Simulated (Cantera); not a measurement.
## N2O furnace oxynitridation

A perfectly stirred reactor is fed with N2O = 1 (molar parts), at 0.190 bar; it is held at 1348 K, and followed from long to short residence time.

Detailed kinetics in Cantera: GRI-Mech 3.0 (53 species, 325 reactions). GRI-Mech 3.0 was tuned for natural gas; its chemistry of N2O as a main component is partial and can be far from experiment. The mechanism lacks the step 2 NO + O2 → 2 NO2, which can matter for NO2 below about 1400 K. The temperature is held fixed by assumption; the heat of reaction is taken as removed at once.

```tsv
τ (s)	x N2O	x NO	x O2	x O	x NO2	x N2
5.4	0.0935	0.0856	0.259	9.78e-6	0.000154	0.562
1.6	0.241	0.0804	0.213	1.20e-5	0.000139	0.466
0.50	0.494	0.0563	0.141	1.32e-5	9.33e-5	0.309
0.15	0.762	0.0270	0.0659	1.36e-5	4.16e-5	0.145
0.047	0.910	0.0102	0.0248	1.38e-5	1.37e-5	0.0547
0.014	0.971	0.00326	0.00789	1.38e-5	3.08e-6	0.0174
0.0044	0.991	0.00104	0.00252	1.38e-5	5.16e-7	0.00558
```
x: mole fraction; the columns are a selection and need not sum to one.
